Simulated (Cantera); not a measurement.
Input: 1 mol TEOS, 1.3 mol NO, 0.23 mol H2, at 873.15 K and 21.0 mbar.

Cantera equilibrium calculation (NASA polynomials, part measured and part estimated; ideal gas, pure solids and liquids). Candidate condensed phases: C, C6H6, C7H8, C8H18, H2O, Si, SiC, SiO2, Si2N2O, Si3N4; 151 gas species. The feed counts by its element totals alone. Equilibrium is a limit: real reactors are often held back by kinetics, nucleation or transport.

Base state: H2 0.719, CO 0.206, N2 0.0471, H2O 0.0132, CO2 0.0101, CH4 0.00486 (mole fractions); condensed: C(graphite) + SiO2(β-quartz).

Q: What changes in the equilibrium state with this change: NO from 1.3 to 0.12 mol?

A: 
| species | before | after |
|---|---|---|
| H2 | 0.719 | 0.820 |
| CO | 0.206 | 0.153 |
| H2O | 0.0132 | 0.0111 |
| N2 | 0.0471 | 0.00495 |
| CO2 | 0.0101 | 0.00553 |
| CH4 | 0.00486 | 0.00632 |
| C(graphite), mol | 4.95 | 6.01 |
| SiO2(β-quartz), mol | 1.00 | 1.00 |
